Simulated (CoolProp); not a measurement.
Model: reference Helmholtz-energy equation of state, Lemmon 2004, in CoolProp. It is a short technical equation, of lower accuracy than the large ones.

Q: For n-dodecane, give the phase and the speed of sound (m/s), Joule-Thomson coefficient (K/MPa) at 346.85 °C and 57.5 kPa; 346.85 °C and 3510 kPa; 346.85 °C and 18200 kPa.

A: 
- 346.85 °C and 57.5 kPa: gas; speed of sound 173, Joule-Thomson coefficient 11.0
- 346.85 °C and 3510 kPa: liquid; speed of sound 330, Joule-Thomson coefficient 0.528
- 346.85 °C and 18200 kPa: liquid; speed of sound 599, Joule-Thomson coefficient -0.108
